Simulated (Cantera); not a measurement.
Mixture: CO : H2 : CH4 : O2 : N2 : H2O = 1 : 0.13 : 0.33 : 1.42 : 5.36 : 2 (molar parts), at 1.00 bar, adiabatic and at constant volume. Ignition delay is the time to a rise of 400 K.

Computed with Cantera and GRI-Mech 3.0 (53 species, 325 reactions). Below about 1000 K GRI-Mech 3.0 lacks low-temperature oxidation paths.

Question: Predict: delay at 973 K; delay at 1023 K; delay at 1073 K; delay at 1123 K; delay at 1173 K; delay at 1223 K; delay at 1273 K; apparent activation energy between 1173 and 1273 K.

Answer: 
| Item | Value |
|---|---|
| delay at 973 K | 39.9 ms |
| delay at 1023 K | 15.6 ms |
| delay at 1073 K | 8.09 ms |
| delay at 1123 K | 4.85 ms |
| delay at 1173 K | 3.11 ms |
| delay at 1223 K | 2.06 ms |
| delay at 1273 K | 1.38 ms |
| apparent activation energy between 1173 and 1273 K | 100 kJ/mol |
